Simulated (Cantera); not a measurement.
An isothermal, constant-pressure homogeneous reactor starts with 0.139 % CO, 0.556 % O2, 0.0635 % H2O, 99.2 % N2, at 1048 K and 10.0 bar.

Cantera simulation using GRI-Mech 3.0 (53 species, 325 reactions); the numbers are that mechanism's predictions, not measurements.

x: mole fraction; the columns are a selection and need not sum to one.

```json
[
 {"t (s)": "1.00e-6", "x CO": "0.00139", "x O2": "0.00556", "x H2O": "0.000635", "x N2O": "<1e-12", "x NO": "<1e-12", "x O": "<1e-12", "x OH": "<1e-12"},
 {"t (s)": "5.24e-6", "x CO": "0.00139", "x O2": "0.00556", "x H2O": "0.000635", "x N2O": "<1e-12", "x NO": "<1e-12", "x O": "1.25e-12", "x OH": "<1e-12"},
 {"t (s)": "2.75e-5", "x CO": "0.00139", "x O2": "0.00556", "x H2O": "0.000635", "x N2O": "<1e-12", "x NO": "<1e-12", "x O": "6.47e-12", "x OH": "<1e-12"},
 {"t (s)": "0.000144", "x CO": "0.00139", "x O2": "0.00556", "x H2O": "0.000635", "x N2O": "<1e-12", "x NO": "<1e-12", "x O": "3.21e-11", "x OH": "<1e-12"},
 {"t (s)": "0.000756", "x CO": "0.00139", "x O2": "0.00556", "x H2O": "0.000635", "x N2O": "<1e-12", "x NO": "<1e-12", "x O": "1.29e-10", "x OH": "2.90e-12"},
 {"t (s)": "0.00397", "x CO": "0.00139", "x O2": "0.00556", "x H2O": "0.000635", "x N2O": "8.95e-12", "x NO": "<1e-12", "x O": "2.60e-10", "x OH": "9.93e-12"},
 {"t (s)": "0.0208", "x CO": "0.00139", "x O2": "0.00556", "x H2O": "0.000635", "x N2O": "7.75e-11", "x NO": "<1e-12", "x O": "4.36e-10", "x OH": "4.88e-11"},
 {"t (s)": "0.109", "x CO": "0.00139", "x O2": "0.00556", "x H2O": "0.000635", "x N2O": "1.98e-9", "x NO": "<1e-12", "x O": "4.29e-9", "x OH": "1.12e-9"},
 {"t (s)": "0.572", "x CO": "0.00127", "x O2": "0.00550", "x H2O": "0.000635", "x N2O": "6.25e-8", "x NO": "2.42e-12", "x O": "1.17e-8", "x OH": "4.81e-9"},
 {"t (s)": "3.00", "x CO": "…", "x O2": "0.00526", "x H2O": "0.000635", "x N2O": "…", "x NO": "5.16e-11", "x O": "…", "x OH": "4.66e-9"}
]
```

Question: Some entries are withheld; supply them.

Answer: 
- 3.00, x CO: 0.000787
- 3.00, x N2O: 3.27e-7
- 3.00, x O: 9.12e-9
